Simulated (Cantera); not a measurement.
Feed: 1 mol B₂H₆, 0.39 mol O₂, 0.92 mol H₂O, held at 1.00 bar.

Cantera equilibrium calculation (NASA polynomials, part measured and part estimated; ideal gas, pure solids and liquids). Candidate condensed phases: B, B₂O₃, B₃O₃H₃, H₂O; 23 gas species. The feed counts by its element totals alone. Mutual solubility and eutectic melting of coexisting phases are not modelled. Gases not in the tables: B₂H₆ and higher boranes. Rates play no part.

Over these rows the condensed part is B(s) + B₂O₃(l). Partial pressures as log10 of bar:

| T (K) | 1000/T (1/K) | log p HBO₂ | log p H₂ |
|---|---|---|---|
| 1298 | 0.7704 | -5.39 | 0.00 |
| 1398 | 0.7153 | -4.67 | 0.00 |
| 1498 | 0.6676 | -4.06 | 0.00 |
| 1598 | 0.6258 | -3.53 | -0.01 |
| 1698 | 0.5889 | ? | -0.01 |
| 1798 | 0.5562 | -2.67 | -0.03 |

Problem. Fit log p(HBO₂) = a + b·(1000/T) to the five rows, give the apparent enthalpy, and predict the row at 1698 K.

Solution. Means: 1000/T = 0.6671, log p = -4.064. Sxy = -0.342832, Sxx = 0.0269989, so b = -12.70 and a = -4.064 − (-12.70)×0.6671 = 4.41.
Apparent enthalpy: −19.145 × (-12.70) = 243 kJ/mol. With the condensed phases at unit activity, 2/3 B₂O₃(l) + 1/2 H₂(g) = HBO₂(g) + 1/3 B(s) links this pressure to the main gases: over the six rows their terms move log p by -0.01 in all, so the slope is close to that reaction's ΔH°. The five rows lie within 0.02 of the line.
Prediction at 1698 K: 4.41 + (-12.70)×0.5889 = -3.07. The computed value is -3.07, 0.00 from the line.
